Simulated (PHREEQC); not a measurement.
Make-up at 25 °C: 0.0097 mol/kgw TMAH and 0.0034 mol/kgw Na2CO3. Closed to the air; pH follows from the charge balance.

All values are PHREEQC results (ion-association model, wateq4f.dat), not measurements.

Precipitation was switched off in this run.

Question: Predict the pH, ionic strength.

Answer: pH 11.93; ionic strength 0.0194 mol/kgw.

Question: In which forms is Na present?

Answer: Na+ 97 %, NaCO3- 3.3 % of the Na.

(CH3)4N+ isn't in the database: it is added as a free cation with an ion size of 4 Å.
